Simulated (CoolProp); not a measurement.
Vapour-liquid equilibrium of toluene (1) + m-xylene (2) at 111.65 °C; x and y are mole fractions of (1).

Computed with CoolProp (multi-fluid Helmholtz-energy mixture model, Lemmon 2006 and Zhou 2012; pair parameters Bell 2016).

Problem. Give the bubble pressure and the first vapour's composition at x = 0.5, 0.65, 0.95. Is there an azeotrope?

Solution. x = 0.5: 0.7744 bar, y = 0.697; x = 0.65: 0.8606 bar, y = 0.803; x = 0.95: 1.019 bar, y = 0.973. No azeotrope shows between x = 0.05 and 0.95.

Pair parameters are fitted to limited data, so mixtures are less certain than the pure fluids.
